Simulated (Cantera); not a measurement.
A freely propagating, adiabatic, planar premixed flame of CH4 : O2 : N2 = 1 : 1.43 : 5.37 (molar parts), equivalence ratio 1.4, unburnt at 625 K and 5550 Torr; mixture-averaged transport, grid criteria slope 0.08 and curve 0.16, no radiation.

Cantera simulation using GRI-Mech 3.0 (53 species, 325 reactions); the numbers are that mechanism's predictions, not measurements. Burning velocities carry a grid error of a few per cent, more on coarse grids.

What does this change do: 0.2 parts CO2 added?


| quantity | before | after |
|---|---|---|
| laminar burning velocity | 34.8 cm/s | 28.2 cm/s |
| thermal thickness | 0.135 mm | 0.159 mm |
| peak x(H2) | 0.0609 | 0.0515 |
| peak x(HCN) | 4.32e-5 | 2.89e-5 |
| peak x(CO) | 0.0763 | 0.0821 |

What does this change do: CH4 1 to 1.3 parts?


```
quantity                     before      after
------------------------  ---------  ---------
laminar burning velocity  34.8 cm/s  19.0 cm/s
thermal thickness          0.135 mm   0.229 mm
peak x(H2)                   0.0609      0.133
peak x(HCN)                 4.32e-5    6.44e-6
peak x(CO)                   0.0763      0.107
```
